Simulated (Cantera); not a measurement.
Charge: 1 mol FeCl₂, 120 mol N₂, equilibrated at 13.0 mbar.

These are equilibrium values from Cantera (NASA tables, ideal gas, pure condensed phases), not measurements of a reactor. Candidate condensed phases: Fe, FeCl₂, FeCl₃; 10 gas species. Equilibrium is a limit: real reactors are often held back by kinetics, nucleation or transport.

### Question
At 1773 K, list the 4 most abundant gas species with their mole fractions, and the condensed phases.

### Answer
N₂ 0.991, FeCl₂ 0.00804, Cl 0.000433, Fe 0.000215. Condensed: gas only.
